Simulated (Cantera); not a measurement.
A closed system holds: 1 mol Fe2O3, 0.31 mol H2S, a varied amount of O2, equilibrated at 625 °C and 1.00 bar.

Cantera equilibrium calculation (NASA polynomials, part measured and part estimated; ideal gas, pure solids and liquids). Candidate condensed phases: Fe, FeO, Fe(OH)2, Fe(OH)3, FeS, FeSO4, FeS2, Fe2O3, Fe2(SO4)3, Fe3O4, H2O, H2SO4, S; 22 gas species. Equilibrium is a limit: real reactors are often held back by kinetics, nucleation or transport.

**Question.** At 1.1 mol O2, list the 4 most abundant gas species with their mole fractions, and the condensed phases.

**Answer.** O2 0.590, H2O 0.379, SO3 0.0255, SO2 0.00483. Condensed: Fe2O3(s) + Fe2(SO4)3(s).
